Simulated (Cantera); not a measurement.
Input: 1 mol H2O, 0.023 mol O2, held at 2925 K and 100 Torr.

Equilibrium computed with Cantera from the NASA thermochemical tables; the gas is ideal and each condensed phase is pure. Candidate condensed phases: H2O; 9 gas species. Rates play no part.

Task: What is the equilibrium state?

Result: 
```json
{
 "x(H2O)": "0.449",
 "x(H2)": "0.161",
 "x(H)": "0.137",
 "x(OH)": "0.120",
 "x(O2)": "0.0701",
 "x(O)": "0.0631",
 "x(HO2)": "2.08e-5",
 "gas_amount": "1.354 mol"
}
```
